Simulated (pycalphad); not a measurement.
Computed with pycalphad from the COST 507 light-alloy database (1999), at 1 atm. These are 1990s assessments: newer ones move some temperatures and phases. Phase fractions are per mole of atoms.

Problem. Give the equilibrium state of Si-0.29Zr (at.%) at 1277 °C.

Solution. 
```
T = 1550.00 K, P = 101325 Pa, N = 1 mol of atoms
G = -60482 J/mol, H = 31587 J/mol, S = 59.40 J/(mol K)  (SER reference)
chemical potentials (J/mol): Si -59910, Zr -256973
phase             fraction      x(Si)      x(Zr)
DIAMOND_A4          0.9913     1.0000       none
SI2ZR               0.0087     0.6667     0.3333
```

Database names, with the compositions (at.%) that they take in these runs: SI2ZR: Si 67 Zr 33. DIAMOND_A4 is diamond (Si). An entry "none" or "no" means that the model of the phase leaves that element out.
